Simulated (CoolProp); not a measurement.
R245ca at several states: fugacity coefficient from the reference equation and from simpler models built on Tc = 447.6 K, pc = 39.41 bar, ω = 0.355; each cubic takes its own stable root.

Computed with CoolProp (reference Helmholtz-energy equation of state, Zhou 2016).

| T (K) | p (bar) | phase | reference |
|---|---|---|---|
| 326.5 | 80 | liquid | 0.04147 |
| 222.5 | 88.5 | liquid | 0.0002461 |
| 347.5 | 4.61 | gas | 0.9006 |

Question: How far does each simpler model (van der Waals, Redlich-Kwong, Soave-Redlich-Kwong, Peng-Robinson) lie from the reference over these 3 states: mean and median of the absolute difference, and the worst?

Answer: 
- van der Waals: mean 3088.1 %, median 278.6 %, worst +8981.7 % at 222.5 K and 88.5 bar
- Redlich-Kwong: mean 192.3 %, median 80.3 %, worst +494.5 % at 222.5 K and 88.5 bar
- Soave-Redlich-Kwong: mean 5.1 %, median 3.5 %, worst +10.8 % at 222.5 K and 88.5 bar
- Peng-Robinson: mean 5.8 %, median 1.0 %, worst +15.9 % at 222.5 K and 88.5 bar
